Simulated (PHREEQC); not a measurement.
Solution (25 °C): 3.5 mmol/kgw H2SO4 and 0.1 mmol/kgw CuSO4. Closed to the air; pH follows from the charge balance.

Computed with PHREEQC (ion-association model, phreeqc.dat).

| quantity | before | after |
|---|---|---|
| pH | 2.26 | 4.09 |
| ionic strength (mol/kgw) | 0.00877 | 0.0189 |
| SO4-2 (mol/kgw) | 0.00256 | 0.00465 |
| HSO4- (mol/kgw) | 0.00103 | 2.50e-5 |
| Cu+2 (mol/kgw) | 8.03e-5 | 7.49e-5 |
| CuSO4 (mol/kgw) | 1.97e-5 | 2.51e-5 |

Task: What was changed between the two runs?
(A) temperature from 25 to 50 °C
(B) H2SO4 replaced by Al2(SO4)3 at the same molality
(C) temperature from 25 to 5 °C
(D) H2SO4 replaced by KHSO4 at the same molality
(E) diluted 5-fold with water

Result: B, H2SO4 replaced by Al2(SO4)3 at the same molality

This is a speciation only: nothing precipitates in the calculation. Some of these states are supersaturated (in Gibbsite (slow to form), for instance).
